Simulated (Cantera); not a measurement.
An isothermal, constant-pressure homogeneous reactor starts with 3.03 % C₂H₆, 97.0 % N₂, at 1625 K and 1.01 bar.

Model: GRI-Mech 3.0 (53 species, 325 reactions), integrated in Cantera. GRI-Mech 3.0 stops at C3 and has no aromatics, soot or wall deposition, so with more carbon than oxygen in the feed, carbon stays in small species such as C2H2 where larger ones or solid carbon would form.

Task: Predict: x(C₂H₆) at 3.00 s; x(H) at 3.00 s; x(CH₂) at 3.00 s; x(HCN) at 3.00 s; x(C₂H₂) at 3.00 s; x(CH₃) at 3.00 s; x(C₂H) at 3.00 s.

Result: 
```json
{
  "x(C₂H₆) at 3.00 s": "4.87e-8 (gas-phase equilibrium 7.28e-9)",
  "x(H) at 3.00 s": "1.66e-5 (gas-phase equilibrium 1.68e-5)",
  "x(CH₂) at 3.00 s": "1.33e-9 (gas-phase equilibrium 4.75e-10)",
  "x(HCN) at 3.00 s": "1.67e-6 (gas-phase equilibrium 0.0430)",
  "x(C₂H₂) at 3.00 s": "0.0281 (gas-phase equilibrium 0.00691)",
  "x(CH₃) at 3.00 s": "4.67e-6 (gas-phase equilibrium 1.67e-6)",
  "x(C₂H) at 3.00 s": "3.20e-8 (gas-phase equilibrium 7.86e-9)"
}
```
